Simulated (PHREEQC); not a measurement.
Make-up at 20 °C: 2 mmol/kgw HF, 5.5 mmol/kgw NH4HF2 and 79 mmol/kgw H2SO4. Closed to the air; pH follows from the charge balance.

All values are PHREEQC results (ion-association model, wateq4f.dat), not measurements.

```yaml
pH: 1.12
ionic_strength: 0.117 mol/kgw
total_alkalinity: -166 meq/kg
```

```csv
species,molality,activity,log γ
H+,0.0933,0.0765,-0.086
HSO4-,0.0594,0.0456,-0.115
SO4-2,0.0192,0.00682,-0.449
HF,0.0119,0.0123,0.012
NH4+,0.00506,0.00391,-0.111
H2F2,0.000455,0.000467,0.012
```

No solid was allowed to form. wateq4f.dat counts part of the HF as a dimer, H2F2, which phreeqc.dat doesn't know; its constant is uncertain.
